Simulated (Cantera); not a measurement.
A closed system holds: 1 mol SiCl4, 1.4 mol O3, equilibrated at 1277 °C and 0.133 bar.

These are equilibrium values from Cantera (NASA tables, ideal gas, pure condensed phases), not measurements of a reactor. Candidate condensed phases: Si, SiO2; 15 gas species. The tables hold silica as quartz up to 1696 K and as liquid above; real silica turns to tridymite and cristobalite and melts near 1996 K. Equilibrium is a limit: real reactors are often held back by kinetics, nucleation or transport.

Base state: Cl2 0.514, O2 0.326, Cl 0.159, ClO 0.000766, O 1.22e-5 (mole fractions); condensed: SiO2(β-quartz).

Problem. What changes in the equilibrium state with this change: temperature from 1277 °C to 827 °C?

Solution. 
```
species                before    after
-------------------  --------  -------
Cl2                     0.514    0.642
O2                      0.326    0.354
Cl                      0.159  0.00333
O                     1.22e-5  4.07e-9
ClO                  0.000766  3.51e-5
SiO2(β-quartz), mol     1.000     1.00
```

Problem. What changes in the equilibrium state with this change: temperature from 1277 °C to 477 °C?

Solution. 
```
species                before    after
-------------------  --------  -------
Cl2                     0.514    0.645
O2                      0.326    0.355
Cl                      0.159  5.97e-6
O                     1.22e-5    <1e-9
ClO                  0.000766  1.96e-7
SiO2(β-quartz), mol     1.000        0
SiO2(α-quartz), mol         0     1.00
```

Problem. What changes in the equilibrium state with this change: temperature from 1277 °C to 475 °C?

Solution. 
```json
[
 {"species": "Cl2", "before": "0.514", "after": "0.645"},
 {"species": "O2", "before": "0.326", "after": "0.355"},
 {"species": "Cl", "before": "0.159", "after": "5.68e-6"},
 {"species": "O", "before": "1.22e-5", "after": "<1e-9"},
 {"species": "ClO", "before": "0.000766", "after": "1.89e-7"},
 {"species": "SiO2(β-quartz), mol", "before": "1.000", "after": "0"},
 {"species": "SiO2(α-quartz), mol", "before": "0", "after": "1.00"}
]
```
